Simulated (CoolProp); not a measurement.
Values from CoolProp's reference Helmholtz-energy equation of state, Lemmon 2006. It is a short technical equation, of lower accuracy than the large ones.

Task: Give the vapour pressure (bar), liquid density (kg/m³), liquid cp (kJ/(kg K)), vapour Z of saturated C2F6 (R116) at 275.7 K.

Result: 
| T (K) | p (bar) | liquid density (kg/m³) | liquid cp (kJ/(kg K)) | vapour Z |
|---|---|---|---|---|
| 275.7 | 19.7 | 1110 | 1.52 | 0.611 |
